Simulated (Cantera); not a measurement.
Cantera run, input and output.

```python
import numpy as np
import cantera as ct

gas = ct.Solution("SiF4_NH3_mec.yaml", "gas")
gas.TPX = 1900, 2300, {'NH3': 1, 'N2': 0.44}
reactor = ct.IdealGasConstPressureReactor(gas, energy="off", clone=False)
net = ct.ReactorNet([reactor])
net.rtol, net.atol = 1e-08, 1e-18
show = ['NH3', 'N2H2', 'N2H4', 'NH', 'N', 'H2']
times = np.geomspace(4e-06, 80, 15)

steps = ct.SolutionArray(gas, extra=["t"])
rows = []
print(f"{'t/s':>10s}{'T/K':>9s}{'P/Pa':>11s}" + "".join(f"{s:>11s}" for s in show))
for t in times:
    while net.time < t:
        t_next = net.step()
        steps.append(gas.state, t=t_next)
    rows.append([np.interp(t, steps.t, y) for y in (steps.T, steps.P, *steps(*show).X.T)])
    print(f"{t:10.3e}{rows[-1][0]:9.1f}{rows[-1][1]:11.4g}" + "".join(f"{x:11.3e}" for x in rows[-1][2:]))
rate = np.gradient(steps.T, steps.t)
print("integrator steps:", len(steps.t))
if steps.T.max() > steps.T[0] + 200:
    print(f"time of steepest temperature rise: {steps.t[rate.argmax()]:.4e} s")
gas.TPX = 1900, 2300, {'NH3': 1, 'N2': 0.44}
gas.equilibrate("TP")
print(f"equilibrium (TP): T = {gas.T:.1f} K  " + "  ".join(f"{s} {gas[s].X[0]:.3e}" for s in show))
```

Output:

```
       t/s      T/K       P/Pa        NH3       N2H2       N2H4         NH          N         H2
 4.000e-06   1900.0       2300  6.944e-01  7.963e-15  3.269e-16  2.194e-13  3.624e-19  8.933e-08
 1.329e-05   1900.0       2300  6.944e-01  4.371e-13  1.463e-14  5.103e-12  4.760e-17  5.368e-07
 4.416e-05   1900.0       2300  6.944e-01  1.842e-11  3.708e-13  8.004e-11  2.839e-15  2.190e-06
 1.467e-04   1900.0       2300  6.944e-01  5.311e-10  5.496e-12  1.251e-09  1.441e-13  7.698e-06
 4.876e-04   1900.0       2300  6.944e-01  1.002e-08  6.616e-11  2.251e-08  8.064e-12  2.606e-05
 1.620e-03   1900.0       2300  6.942e-01  1.473e-07  7.409e-10  3.328e-07  2.993e-10  9.044e-05
 5.384e-03   1900.0       2300  6.935e-01  1.810e-06  7.383e-09  2.394e-06  2.965e-09  4.452e-04
 1.789e-02   1900.0       2300  6.893e-01  6.365e-06  2.371e-08  5.881e-06  2.305e-08  3.901e-03
 5.944e-02   1900.0       2300  6.727e-01  6.410e-06  2.196e-08  7.223e-06  9.097e-08  1.856e-02
 1.975e-01   1900.0       2300  6.210e-01  5.662e-06  1.709e-08  9.060e-06  2.739e-07  6.437e-02
 6.563e-01   1900.0       2300  4.839e-01  3.863e-06  1.073e-08  9.994e-06  5.168e-07  1.858e-01
 2.181e+00   1900.0       2300  2.433e-01  1.481e-06  3.924e-09  8.449e-06  6.484e-07  3.989e-01
 7.246e+00   1900.0       2300  4.827e-02  1.890e-07  3.971e-10  4.573e-06  6.069e-07  5.715e-01
 2.408e+01   1900.0       2300  4.893e-04  1.014e-09  8.097e-13  9.497e-07  5.777e-07  6.122e-01
 8.000e+01   1900.0       2300  5.372e-06  4.149e-13  2.508e-16  2.710e-08  2.658e-08  6.114e-01
integrator steps: 1806
equilibrium (TP): T = 1900.0 K  NH3 1.625e-07  N2H2 8.313e-15  N2H4 2.358e-19  NH 8.199e-10  N 8.043e-10  H2 6.114e-01
```

Computed with Cantera and the gas-phase N/H chemistry of the illustrative SiF4/NH3 mechanism in the Surface Chemkin manual (1991). Walls and surfaces, which speed up NH3 decomposition in real reactors, are not modelled.
